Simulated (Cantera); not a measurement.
Charge: 1 mol SiCl₄, 0.014 mol CH₄, 27 mol H₂, held at 47000 Pa.

Equilibrium computed with Cantera from the NASA thermochemical tables; the gas is ideal and each condensed phase is pure. Candidate condensed phases: C, C₆H₆, C₇H₈, C₈H₁₈, Si, SiC; 109 gas species. Mutual solubility and eutectic melting of coexisting phases are not modelled. The tables' values for SiCl₃, SiCl are old estimates; treat these amounts as uncertain. Gases not in the tables: Si₂H₆ and higher silanes. The numbers say what is thermodynamically allowed, not how fast it happens.

x: gas mole fraction; n: condensed amount in mol.

```tsv
T (K)	x H₂	x HCl	x SiCl₄	x SiCl₂	x SiHCl₃	n SiC(s)	n Si(s)	n Si(l)
923	0.954	0.0102	0.0263	9.29e-6	0.00878	0.00519	0	0
1023	0.949	0.0155	0.0224	0.000154	0.0116	0.0128	0	0
1123	0.942	0.0234	0.0182	0.00123	0.0126	0.0136	…	0
1223	0.929	0.0398	0.0135	0.00415	0.00975	0.0137	…	0
1323	0.914	0.0577	0.00776	0.00996	0.00624	0.0137	…	0
1423	0.901	0.0713	0.00314	0.0170	0.00309	0.0138	0.199	0
1523	0.895	0.0778	0.000974	0.0221	0.00126	0.0138	0.196	0
1623	0.892	0.0799	0.000283	0.0250	0.000490	0.0138	0.184	0
1723	0.891	0.0817	8.85e-5	0.0259	0.000199	0.0138	0	0.191
1823	0.888	0.0857	3.10e-5	0.0247	8.52e-5	0.0138	0	0.240
```

### Question
Some entries are withheld; supply them.

### Answer

- 1123, n Si(s): 0.0204
- 1223, n Si(s): 0.108
- 1323, n Si(s): 0.174
